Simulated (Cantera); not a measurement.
Charge: 1 mol SiF₄, 21 mol H₂O, 38 mol N₂, equilibrated at 75.0 Torr.

Cantera equilibrium calculation (NASA polynomials, part measured and part estimated; ideal gas, pure solids and liquids). Candidate condensed phases: H₂O, Si, SiO₂, Si₂N₂O, Si₃N₄; 58 gas species. The tables hold silica as quartz up to 1696 K and as liquid above; real silica turns to tridymite and cristobalite and melts near 1996 K. Gases not in the tables: Si(OH)₄. Equilibrium is a limit: real reactors are often held back by kinetics, nucleation or transport. All values below are at 1750 K.

Base state: N₂ 0.622, H₂O 0.310, HF 0.0655, H₂ 0.00141, O₂ 0.000540, OH 0.000356, NO 0.000157, H 2.76e-5 (mole fractions); condensed: SiO₂(condensed).

**Question.** What changes in the equilibrium state with this change: SiF₄ replaced by SiH₂Cl₂?

**Answer.** 
| species | before | after |
|---|---|---|
| N₂ | 0.622 | 0.623 |
| H₂O | 0.310 | 0.311 |
| H₂ | 0.00141 | 0.0328 |
| HF | 0.0655 | 0 |
| HCl | 0 | 0.0327 |
| Cl | 0 | 0.000102 |
| O₂ | 0.000540 | 1.00e-6 |
| SiO₂(condensed), mol | 1.000 | 1.000 |
Further candidate phases: NH₄Cl.
